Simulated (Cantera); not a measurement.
Fluorocarbon and chlorocarbon gases: CH2F2 + H2

Charge: 1 mol CH2F2, 6.4 mol H2, equilibrated at 2600 °C and 1.10 Pa.

Method: chemical equilibrium by Gibbs-energy minimisation in Cantera with the NASA 1993 tables (ideal gas, pure condensed phases). Candidate condensed phases: C, C6H6, C7H8, C8H18; 95 gas species. Equilibrium is a limit: real reactors are often held back by kinetics, nucleation or transport.

```yaml
x(H): 0.830
x(F): 0.0977
x(C): 0.0532
x(HF): 0.0166
x(C2): 0.00114
x(H2): 0.000685
x(C3): 0.000467
x(CF): 0.000350
x(C2H): 8.29e-6
gas_amount: 17.46 mol
log10 activity of C(graphite) (absent): -1.39
```
